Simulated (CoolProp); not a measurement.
Properties of C2F6 (R116) along the isobar 1.01 bar (Tc = 293.0 K, pc = 30.48 bar, ω = 0.257).

Computed with CoolProp (reference Helmholtz-energy equation of state, Lemmon 2006). It is a short technical equation, of lower accuracy than the large ones.

| T (K) | phase | cv (kJ/(kg K)) | expansivity (1/kK) | conductivity (mW/(m K)) |
|---|---|---|---|---|
| 182.4 | liquid | 0.6133 | 2.544 | 81.3 |
| 202.6 | gas | 0.5517 | 5.650 | 7.95 |
| 222.8 | gas | 0.5868 | 4.936 | 9.29 |
| 243.1 | gas | 0.6219 | 4.412 | 10.7 |
| 263.3 | gas | 0.6561 | 4.007 | 12.2 |
| 283.5 | gas | 0.6892 | 3.679 | 13.7 |
| 303.7 | gas | 0.7209 | 3.406 | 15.2 |
| 323.9 | gas | 0.7512 | 3.174 | 16.8 |
| 344.1 | gas | 0.7798 | 2.973 | 18.4 |
| 364.4 | gas | 0.8070 | 2.797 | 20.0 |
| 384.6 | gas | 0.8324 | 2.643 | 21.6 |
| 404.8 | gas | 0.8562 | 2.505 | 23.1 |
| 425 | gas | 0.8784 | 2.381 | 24.7 |

Thermal conductivity comes from a separate model (Huber 2003), an estimate that may be off by 10 % or more.
